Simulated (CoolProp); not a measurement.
R141b along the isobar 0.101 MPa: Z from the reference equation and from simpler models built on Tc = 204.4 °C, pc = 4.212 MPa, ω = 0.220; each cubic takes its own stable root.

Computed with CoolProp (reference Helmholtz-energy equation of state, Lemmon 2006). It is a short technical equation, of lower accuracy than the large ones.

```
T (°C)   phase  reference  Redlich-Kwong  Soave-Redlich-Kwong  Peng-Robinson
------  ------  ---------  -------------  -------------------  -------------
-94.05  liquid   0.005465       0.006142             0.006101       0.005443
-69.15  liquid   0.004952       0.005532             0.005475       0.004877
-44.25  liquid   0.004558       0.005075             0.005002       0.004449
-19.35  liquid   0.004251       0.004729             0.004642       0.004121
5.45    liquid   0.004012       0.004471             0.004369       0.003873
30.35   liquid   0.003826         0.9707             0.004167       0.003687
55.25      gas     0.9712         0.9764               0.9743         0.9731
80.15      gas     0.9781         0.9807               0.9792         0.9780
105.05     gas     0.9828         0.9841               0.9830         0.9819
```

At some of these states Redlich-Kwong gives the other phase, because its saturation line lies elsewhere.
